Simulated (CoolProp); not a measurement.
Vapour-liquid equilibrium of R125 (1) + fluoroethane (R161) (2) at 186.4 K; x and y are mole fractions of (1).

Computed with CoolProp (multi-fluid Helmholtz-energy mixture model, Lemmon 2005 and Wu 2012; pair parameters Bell 2016).

| x | bubble pressure (MPa) | y at the bubble point | dew pressure at overall composition x (MPa) | liquid density (mol/L) |
|---|---|---|---|---|
| 0.05 | 0.005347 | 0.076 | 0.005296 | 18.11 |
| 0.15 | 0.005733 | 0.238 | 0.005507 | 17.56 |
| 0.25 | 0.006231 | 0.392 | 0.005767 | 17.03 |
| 0.35 | 0.006787 | 0.524 | 0.006081 | 16.52 |
| 0.45 | 0.007346 | 0.630 | 0.006460 | 16.04 |
| 0.55 | 0.007864 | 0.715 | 0.006916 | 15.57 |
| 0.65 | 0.008319 | 0.784 | 0.007460 | 15.12 |
| 0.75 | 0.008706 | 0.844 | 0.008090 | 14.69 |
| 0.85 | 0.009032 | 0.901 | 0.008744 | 14.28 |
| 0.95 | 0.009299 | 0.963 | 0.009253 | 13.90 |

No azeotrope shows between x = 0.05 and 0.95.

The pair parameters rest on a limited set of measurements; away from them the model extrapolates. The gap from Raoult's law changes sign with composition, which may be real or a fault of the pair parameters; it wasn't checked against measurements.
